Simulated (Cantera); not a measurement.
A Cantera script and its output.

```python
import numpy as np
import cantera as ct

gas = ct.Solution("gri30.yaml")
gas.TPX = 623, 140000, {'CH4': 1, 'C2H6': 0.24, 'C3H8': 0.36, 'O2': 3.31, 'N2': 14.9}
flame = ct.FreeFlame(gas, width=0.032)
flame.set_refine_criteria(ratio=3, slope=0.08, curve=0.16)
flame.transport_model = "mixture-averaged"
flame.solve(loglevel=0, auto=True)
flame.transport_model = "multicomponent"
flame.soret_enabled = True
flame.solve(loglevel=0, refine_grid=True)
z, T = flame.grid, flame.T
thick = (T[-1] - T[0]) / np.gradient(T, z).max()
show = ['CH4', 'C2H6', 'C3H8', 'NO', 'H2', 'CH2CO']
print(f"laminar burning velocity  {flame.velocity[0] * 100:.3f} cm/s")
print(f"burnt temperature         {T[-1]:.1f} K")
print(f"thermal thickness         {thick * 1e3:.4f} mm")
print(f"grid points               {len(z)}")
z0 = z[flame.heat_release_rate.argmax()]
print(f"{'z/mm':>9s}{'T/K':>9s}{'u/(m/s)':>9s}" + "".join(f"{s:>11s}" for s in show))
rows = []
for k in (-3, -2, -1.5, -1, -0.5, -0.25, 0, 0.25, 0.5, 1, 2, 4, 8):
    zz = z0 + k * thick
    rows.append([k * thick, np.interp(zz, z, T), np.interp(zz, z, flame.velocity),
                 *(np.interp(zz, z, flame.X[gas.species_index(s)]) for s in show)])
    print(f"{rows[-1][0] * 1e3:9.3f}{rows[-1][1]:9.1f}{rows[-1][2]:9.3f}" + "".join(f"{x:11.3e}" for x in rows[-1][3:]))
```

Result:

```
laminar burning velocity  64.790 cm/s
burnt temperature         2089.4 K
thermal thickness         0.3713 mm
grid points               138
     z/mm      T/K  u/(m/s)        CH4       C2H6       C3H8         NO         H2      CH2CO
   -1.114    623.7    0.650  5.028e-02  1.209e-02  1.813e-02  2.130e-09  2.726e-03  5.336e-08
   -0.743    629.0    0.658  4.975e-02  1.204e-02  1.810e-02  1.999e-08  6.508e-03  7.815e-07
   -0.557    647.0    0.680  4.862e-02  1.197e-02  1.808e-02  9.206e-08  1.065e-02  5.065e-06
   -0.371    740.7    0.787  4.474e-02  1.152e-02  1.772e-02  6.526e-07  1.821e-02  4.965e-05
   -0.186   1125.8    1.231  3.237e-02  8.150e-03  1.127e-02  5.155e-06  3.212e-02  4.664e-04
   -0.093   1470.9    1.649  2.057e-02  3.650e-03  3.008e-03  1.088e-05  4.099e-02  9.816e-04
    0.000   1791.4    2.044  7.443e-03  3.138e-04  4.538e-05  2.029e-05  4.638e-02  6.322e-04
    0.093   1954.9    2.241  1.448e-03  6.759e-06  2.085e-08  3.537e-05  4.667e-02  9.999e-05
    0.186   2009.2    2.301  2.561e-04  2.232e-07  2.097e-11  5.154e-05  4.655e-02  1.426e-05
    0.371   2035.3    2.325  1.411e-05  7.829e-10  3.548e-14  7.362e-05  4.776e-02  1.098e-06
    0.743   2049.3    2.337  3.383e-07  4.691e-13 -8.126e-16  9.221e-05  4.903e-02  3.798e-08
    1.485   2062.7    2.351  5.086e-09  5.099e-16  1.428e-16  1.027e-04  4.952e-02  5.135e-10
    2.970   2075.1    2.363  5.848e-11  2.960e-17  1.576e-17  1.066e-04  4.979e-02  4.008e-12
```

Model: GRI-Mech 3.0 (53 species, 325 reactions), integrated in Cantera. GRI-Mech 3.0 was tuned for natural gas; its chemistry of propane as a main component is partial and can be far from experiment. Burning velocities carry a grid error of a few per cent, more on coarse grids.
